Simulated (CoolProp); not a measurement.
Methane at 440.88 K and 1.04 MPa is throttled through a valve to 0.427 MPa with no heat exchange. Each further row changes one setting.

Model: reference Helmholtz-energy equation of state, Setzmann 1991, in CoolProp.

```json
[
 {"case": "as stated", "temperature change (K)": "-1.1", "final density (kg/m³)": "1.88"},
 {"case": "outlet pressure 0.128 MPa", "temperature change (K)": "?", "final density (kg/m³)": "0.562"},
 {"case": "outlet pressure 0.555 MPa", "temperature change (K)": "?", "final density (kg/m³)": "?"}
]
```

Problem. Complete the blanks.

Solution. 
- outlet pressure 0.128 MPa, temperature change (K): -1.6
- outlet pressure 0.555 MPa, temperature change (K): -0.8
- outlet pressure 0.555 MPa, final density (kg/m³): 2.44
